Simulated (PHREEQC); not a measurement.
Solution (25 °C): 0.0027 mol/kgw HF, 0.0017 mol/kgw NaF, 0.0087 mol/kgw (NH4)2SiF6 and 0.0019 mol/kgw H2SO4. Closed to the air; pH follows from the charge balance.

Equilibrium calculation in PHREEQC: ion-association model, phreeqc.dat.

Each row changes one thing in this solution. No solid was allowed to form.

| case | pH | ionic strength (mol/kgw) | HF (mol/kgw) | SO4-2 (mol/kgw) | F- (mol/kgw) | HSO4- (mol/kgw) |
|---|---|---|---|---|---|---|
| as made | 2.60 | 0.0319 | 0.00369 | 0.00150 | 0.00117 | 0.000226 |
| temperature from 25 to 90 °C | 3.04 | 0.0282 | 0.0124 | 0.00135 | 0.00297 | 0.000394 |
| (NH4)2SiF6 left out | 2.59 | 0.00604 | 0.00341 | 0.00158 | 0.000964 | 0.000310 |
| H2SO4 replaced by Na2SO4 at the same molality | 3.17 | 0.0337 | 0.00226 | 0.00163 | 0.00271 | 6.46e-5 |
| diluted 5-fold with water | 3.03 | 0.00655 | 0.00163 | 0.000344 | 0.00128 | 2.42e-5 |
| temperature from 25 to 50 °C | 2.70 | 0.0309 | 0.00575 | 0.00143 | 0.00144 | 0.000306 |

Complexes and solids missing from the database can't appear. Some of these states are supersaturated (in Quartz (slow to form), Chalcedony (slow to form), for instance). At this temperature some constants are extrapolated from 25 °C, and those without enthalpy data are left unchanged. SiF6-2 is the database's only silicon fluoride.
